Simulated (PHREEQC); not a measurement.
Consider water at 20 °C and 100 atm with 99 mmol/kgw CdSO4. Closed to the air; pH follows from the charge balance.

Model: ion-association model, phreeqc.dat, run in PHREEQC.

No solid was allowed to form.

Question: Order these S species by the share of S that they hold, largest first: Cd(SO4)2-2, SO4-2, CdSO4.

Answer: Cd(SO4)2-2 (42 %), SO4-2 (30 %), CdSO4 (27 %)

Question: Order these Cd species by the share of Cd that they hold, largest first: Cd(SO4)2-2, Cd+2, CdSO4.

Answer: Cd+2 (52 %), CdSO4 (27 %), Cd(SO4)2-2 (21 %)

The pH is 6.00 and the ionic strength 0.204 mol/kgw. Under pressure, the constants of complexes without a molar volume in the database are unreliable.
